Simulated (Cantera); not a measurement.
An isothermal, constant-pressure homogeneous reactor starts with 1.01 % CH4, 96.6 % H2, 2.41 % N2, at 1550 K and 225 Torr.

Cantera simulation using GRI-Mech 3.0 (53 species, 325 reactions); the numbers are that mechanism's predictions, not measurements. GRI-Mech 3.0 stops at C3 and has no aromatics, soot or wall deposition, so with more carbon than oxygen in the feed, carbon stays in small species such as C2H2 where larger ones or solid carbon would form.

### Question
Predict: x(CH4) at 10.0 s; x(H2) at 10.0 s; x(CH3) at 10.0 s.

### Answer
```
Quantity                                           Result
----------------  ---------------------------------------
x(CH4) at 10.0 s  0.00693 (gas-phase equilibrium 0.00490)
x(H2) at 10.0 s       0.967 (gas-phase equilibrium 0.968)
x(CH3) at 10.0 s  8.22e-6 (gas-phase equilibrium 5.85e-6)
```
